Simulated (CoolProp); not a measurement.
A Linde-Hampson liquefier for nitrogen: isothermal reversible compression at 280 K from 1 atm to 20 MPa, throttling to 1 atm, return gas leaving the recuperator 10 K below the feed. Each further row changes one setting.

The numbers come from the reference Helmholtz-energy equation of state, Span 2000 in CoolProp.

```tsv
case	liquid yield per pass	compression work (kJ/kg of gas)
as stated	?	438
high pressure 40 MPa	?	?
warm-end temperature 310 K	0.044	?
warm-end gap 15 K	?	438
```

Problem. Complete the blanks.

Solution. 
- as stated, liquid yield per pass: 0.068
- high pressure 40 MPa, liquid yield per pass: 0.091
- high pressure 40 MPa, compression work (kJ/kg of gas): 503
- warm-end temperature 310 K, compression work (kJ/kg of gas): 488
- warm-end gap 15 K, liquid yield per pass: 0.056
